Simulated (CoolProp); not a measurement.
Vapour-liquid equilibrium of R134a (1) + R1234ze(E) (2) at 0.0425 bar; x and y are mole fractions of (1).

Values from CoolProp's multi-fluid Helmholtz-energy mixture model, Tillner-Roth 1994 and Thol 2016; pair parameters Bell 2022.

**Question.** Give the bubble temperature and the first vapour's composition at x = 0.425, 0.5, 0.95. Is there an azeotrope?

**Answer.** x = 0.425: 196.4 K, y = 0.525; x = 0.5: 196.1 K, y = 0.588; x = 0.95: 195.0 K, y = 0.955. No azeotrope shows between x = 0.05 and 0.95.

Pair parameters are fitted to limited data, so mixtures are less certain than the pure fluids.
